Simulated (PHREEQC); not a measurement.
Consider water at 25 °C and 50 atm with 0.001 mol HBr, 0.18 mol AlCl3 and 0.0012 mol KCl per kg of water. Closed to the air; pH follows from the charge balance.

Equilibrium calculation in PHREEQC: ion-association model, phreeqc.dat.

```tsv
quantity	before	after
pH	2.93	3.96
SI of Sylvite (KCl)	-4.54	-8.19
```

What was changed between the two runs?
A) HBr left out
B) diluted 100-fold with water
C) diluted 5-fold with water
D) KCl from 0.0012 to 0.00024 mol/kgw
E) HBr from 0.001 to 0.002 mol/kgw

B, diluted 100-fold with water

Precipitation was switched off in this run. The ionic strength passes 0.7 mol/kgw, the rough limit of the ion-association models, in before. Some of these states are supersaturated (in Gibbsite (slow to form), for instance). Under pressure, the constants of complexes without a molar volume in the database are unreliable.
